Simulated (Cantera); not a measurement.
Feed: 1 mol SiH4, 9.9 mol N2, held at 1373.15 K and 280 Pa.

Equilibrium computed with Cantera from the NASA thermochemical tables; the gas is ideal and each condensed phase is pure. Candidate condensed phases: Si, Si3N4; 18 gas species. N2 is the only nitrogen source here; it is nearly inert below about 1500 K, so the nitride shown seldom forms there in practice. The numbers say what is thermodynamically allowed, not how fast it happens.

Base state: N2 0.822, H2 0.178, H 2.66e-5 (mole fractions); condensed: Si3N4(s).

Task: What changes in the equilibrium state with this change: SiH4 replaced by SiHCl3?

Result: 
| species | before | after |
|---|---|---|
| N2 | 0.822 | 0.851 |
| HCl | 0 | 0.0763 |
| SiCl2 | 0 | 0.0366 |
| H2 | 0.178 | 0.00543 |
| SiCl4 | 0 | 0.0188 |
| SiCl3 | 0 | 0.0122 |
| SiHCl3 | 0 | 8.49e-5 |
| Cl | 0 | 5.41e-5 |
| H | 2.66e-5 | 4.65e-6 |
| Si3N4(s), mol | 0.333 | 0.0746 |
The tables' values for SiCl3 are old estimates; treat these amounts as uncertain. Further candidate phases: NH4Cl.
